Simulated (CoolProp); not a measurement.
Aqueous calcium chloride as a coolant, at 28 °C, 1 atm.

Values from CoolProp's Melinder's fits for secondary coolants.

| mass % | freezing point (°C) | conductivity (W/(m K)) | cp (kJ/(kg K)) | viscosity (mPa s) | Prandtl number |
|---|---|---|---|---|---|
| 5.6 | -2.7 | 0.605 | 3.865 | 0.970 | 6.19 |
| 8.5 | -4.6 | 0.601 | 3.707 | 1.04 | 6.43 |
| 11.5 | -7.2 | 0.598 | 3.545 | 1.14 | 6.76 |
| 14.4 | -10.3 | 0.594 | 3.393 | 1.26 | 7.20 |
| 17.3 | -14.1 | 0.590 | 3.250 | 1.42 | 7.82 |
| 20.2 | -18.6 | 0.586 | 3.121 | 1.63 | 8.68 |
| 23.1 | -24.3 | 0.582 | 3.008 | 1.90 | 9.84 |
| 26 | -32.0 | 0.577 | 2.912 | 2.26 | 11.4 |
